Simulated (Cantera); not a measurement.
Feed: 1 mol C₂F₆, at 1200 K and 1.33 mbar.

Cantera equilibrium calculation (NASA polynomials, part measured and part estimated; ideal gas, pure solids and liquids). Candidate condensed phases: C; 13 gas species. The feed counts by its element totals alone. Gases not in the tables: C₂F₆ and larger saturated fluorocarbons. The numbers say what is thermodynamically allowed, not how fast it happens.

Base state: CF₄ 1.000 (mole fractions); condensed: C(graphite).

What changes in the equilibrium state with this change: C₂F₆ replaced by CH₃Cl?


| species | before | after |
|---|---|---|
| HCl | 0 | 0.500 |
| H₂ | 0 | 0.500 |
| CF₄ | 1.000 | 0 |
| C(graphite), mol | 0.500 | 1.000 |
Further candidate phases: C₆H₆, C₇H₈, C₈H₁₈.
